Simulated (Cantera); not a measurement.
**Hydrocarbon pyrolysis for carbon deposition**

A perfectly stirred reactor is fed with CH₄ : N₂ = 1 : 140 (molar parts), at 1.01 bar; it is held at 1398 K, and followed from long to short residence time.

Detailed kinetics in Cantera: GRI-Mech 3.0 (53 species, 325 reactions). GRI-Mech 3.0 stops at C3 and has no aromatics, soot or wall deposition, so with more carbon than oxygen in the feed, carbon stays in small species such as C2H2 where larger ones or solid carbon would form.

```
τ (s)     x CH₄    x CH₃    x C₂H₂     x HCN   x C₂H₄      x H
------  -------  -------  --------  --------  -------  -------
2.1     0.00595  7.33e-6  0.000488  6.93e-10  6.13e-5  1.05e-7
1.2     0.00630  8.25e-6  0.000303  3.51e-10  6.99e-5  7.69e-8
0.71    0.00656  8.93e-6  0.000173  1.68e-10  7.10e-5  5.45e-8
0.41    0.00675  9.28e-6   8.21e-5  6.75e-11  6.15e-5  3.51e-8
0.24    0.00689  9.04e-6   3.19e-5  2.34e-11  4.36e-5  2.10e-8
0.14    0.00699  8.17e-6   9.57e-6  7.12e-12  2.43e-5  1.19e-8
0.080   0.00704  6.82e-6   2.16e-6  2.05e-12  1.05e-5  6.78e-9
0.046   0.00707  5.41e-6   4.21e-7    <1e-12  3.92e-6  4.34e-9
0.027   0.00708  4.20e-6   8.05e-8    <1e-12  1.38e-6  3.19e-9
0.015   0.00709  3.10e-6   1.24e-8    <1e-12  4.13e-7  2.57e-9
0.0089  0.00709  2.31e-6   2.24e-9    <1e-12  1.34e-7  2.27e-9
```
x: mole fraction; the columns are a selection and need not sum to one.
